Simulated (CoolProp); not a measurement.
n-undecane along the isobar 33.6 bar: Z from the reference equation and from simpler models built on Tc = 365.7 °C, pc = 19.90 bar, ω = 0.539; each cubic takes its own stable root.

Computed with CoolProp (reference Helmholtz-energy equation of state, Aleksandrov 2011). It is a short technical equation, of lower accuracy than the large ones.

| T (°C) | phase | reference |
|---|---|---|
| 45.05 | liquid | 0.2742 |
| 54.25 | liquid | 0.2690 |
| 63.45 | liquid | 0.2642 |
| 72.65 | liquid | 0.2597 |
| 81.75 | liquid | 0.2555 |
| 90.95 | liquid | 0.2515 |
| 100.15 | liquid | 0.2478 |
| 109.35 | liquid | 0.2443 |

### Question
How far does each simpler model (van der Waals, Soave-Redlich-Kwong, Peng-Robinson) lie from the reference over these 8 states: mean and median of the absolute difference, and the worst?

### Answer
- van der Waals: mean 82.6 %, median 82.5 %, worst +84.3 % at 45.05 °C and 33.6 bar
- Soave-Redlich-Kwong: mean 19.0 %, median 18.9 %, worst +20.2 % at 45.05 °C and 33.6 bar
- Peng-Robinson: mean 6.0 %, median 5.9 %, worst +7.1 % at 45.05 °C and 33.6 bar
